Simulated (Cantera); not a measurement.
Feed: 1 mol SiH₂Cl₂, 1.9 mol N₂, at 1298 K and 1.00 bar.

Equilibrium computed with Cantera from the NASA thermochemical tables; the gas is ideal and each condensed phase is pure. Candidate condensed phases: NH₄Cl, Si, Si₃N₄; 28 gas species. N₂ is the only nitrogen source here; it is nearly inert below about 1500 K, so the nitride shown seldom forms there in practice. The tables' values for SiCl₃ are old estimates; treat these amounts as uncertain. Rates play no part.

Question: What is the equilibrium state?

Answer: 
```json
{
  "x(N₂)": "0.446",
  "x(HCl)": "0.312",
  "x(H₂)": "0.160",
  "x(SiCl₄)": "0.0781",
  "x(SiHCl₃)": "0.00181",
  "x(SiCl₃)": "0.00148",
  "x(SiCl₂)": "0.000168",
  "x(SiH₂Cl₂)": "5.90e-6",
  "x(NH₃)": "5.36e-6",
  "n(Si₃N₄(s))": "0.248 mol",
  "gas_amount": "3.151 mol",
  "log10 activity of Si(s) (absent)": "-3.98"
}
```
